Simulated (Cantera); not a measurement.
A closed system holds: 1 mol CaCO3, 0.58 mol C, 0.23 mol O2, equilibrated at 101000 Pa.

Method: chemical equilibrium by Gibbs-energy minimisation in Cantera with the NASA 1993 tables (ideal gas, pure condensed phases). Candidate condensed phases: C, Ca, CaCO3, CaO; 15 gas species. Kinetics and transport are ignored. All values below are at 1650 K.

Base state: CO2 0.557, CO 0.443 (mole fractions); condensed: CaO(s).

Question: What changes in the equilibrium state with this change: C from 0.58 to 0.019 mol?

Answer: 
```tsv
species	before	after
CO2	0.557	0.828
O2	2.22e-9	0.172
CO	0.443	7.49e-5
O	1.21e-9	1.07e-5
CaO(s), mol	1.00	1.00
```
